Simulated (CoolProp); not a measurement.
Properties of carbonyl sulfide along the isotherm 124.75 °C (Tc = 105.6 °C, pc = 6.369 MPa, ω = 0.098).

Computed with CoolProp (reference Helmholtz-energy equation of state, Lemmon 2006). It is a short technical equation, of lower accuracy than the large ones.

```tsv
p (MPa)	phase	Z	expansivity (1/kK)	fugacity coefficient
3.57	gas	0.8157	4.742	0.8424
7.14	supercritical	0.5278	19.73	0.6859
10.7	supercritical	0.3102	13.11	0.5314
14.3	supercritical	0.3630	6.574	0.4380
17.9	supercritical	0.4257	4.779	0.3822
21.4	supercritical	0.4877	3.908	0.3468
25	supercritical	0.5510	3.354	0.3218
28.6	supercritical	0.6137	2.973	0.3042
32.1	supercritical	0.6739	2.699	0.2919
35.7	supercritical	0.7351	2.479	0.2829
39.3	supercritical	0.7956	2.303	0.2765
42.9	supercritical	0.8554	2.158	0.2723
46.4	supercritical	0.9129	2.040	0.2699
50	supercritical	0.9715	1.935	0.2687
```
